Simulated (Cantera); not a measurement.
**Pyrogenic steam for wet oxidation**

An isothermal, constant-pressure homogeneous reactor starts with 33.3 % H2, 19.6 % O2, 47.1 % N2, at 925 K and 1.00 bar.

Computed with Cantera and GRI-Mech 3.0 (53 species, 325 reactions). Below about 950 K walls govern HO2 and H2O2 in real vessels. The temperature is held fixed by assumption; the heat of reaction is taken as removed at once.

| t (s) | x H2 | x O2 | x H2O | x NO | x N2O | x OH | x HO2 |
|---|---|---|---|---|---|---|---|
| 0.000400 | 0.333 | 0.196 | 3.90e-9 | <1e-12 | <1e-12 | 2.51e-12 | 7.94e-9 |
| 0.000943 | 0.333 | 0.196 | 1.04e-8 | <1e-12 | <1e-12 | 3.02e-12 | 2.01e-8 |
| 0.00222 | 0.333 | 0.196 | 3.14e-8 | <1e-12 | <1e-12 | 4.54e-12 | 5.41e-8 |
| 0.00524 | 0.333 | 0.196 | 1.26e-7 | <1e-12 | <1e-12 | 1.05e-11 | 1.79e-7 |
| 0.0124 | 0.333 | 0.196 | 1.01e-6 | <1e-12 | <1e-12 | 5.81e-11 | 1.07e-6 |
| 0.0291 | 0.333 | 0.196 | 3.12e-5 | <1e-12 | 2.72e-12 | 1.12e-9 | 1.17e-5 |
| 0.0687 | 0.332 | 0.195 | 0.00167 | <1e-12 | 5.97e-11 | 2.51e-8 | 4.88e-5 |
| 0.162 | 0.311 | 0.184 | 0.0262 | <1e-12 | 5.61e-10 | 6.46e-8 | 7.06e-5 |
| 0.382 | 0.266 | 0.163 | 0.0794 | 1.31e-12 | 1.64e-9 | 5.32e-8 | 6.52e-5 |
| 0.900 | 0.193 | 0.128 | 0.168 | 1.71e-12 | 3.75e-9 | 4.92e-8 | 5.72e-5 |
| 2.12 | 0.0905 | 0.0787 | 0.291 | 2.24e-12 | 8.04e-9 | 4.88e-8 | 4.08e-5 |
| 5.00 | 0.0144 | 0.0422 | 0.383 | 2.25e-12 | 1.57e-8 | 4.98e-8 | 1.71e-5 |
x: mole fraction; the columns are a selection and need not sum to one.

Equilibrium at this temperature and pressure: H2 1.67e-11, O2 0.0353, H2O 0.400, NO 4.48e-6, N2O 3.39e-10, OH 3.03e-8, HO2 1.34e-10 (gas phase only).
